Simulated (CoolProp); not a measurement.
Saturation properties of octamethyltrisiloxane (MDM) (Tc = 565.4 K, pc = 1438 kPa, ω = 0.528).

The numbers come from the reference Helmholtz-energy equation of state, Thol 2017 in CoolProp.

| T (K) | p (kPa) | liquid density (kg/m³) | enthalpy of vaporisation (kJ/kg) |
|---|---|---|---|
| 360.2 | 12.14 | 750.9 | 180.0 |
| 365 | 14.67 | 745.7 | 178.1 |
| 369.7 | 17.56 | 740.5 | 176.2 |
| 374.5 | 20.96 | 735.3 | 174.3 |
| 379.3 | 24.88 | 729.9 | 172.4 |
| 384 | 29.27 | 724.6 | 170.5 |
| 388.8 | 34.37 | 719.2 | 168.5 |
| 393.5 | 40.03 | 713.8 | 166.5 |

It boils at 425.6 K under 1 atm.
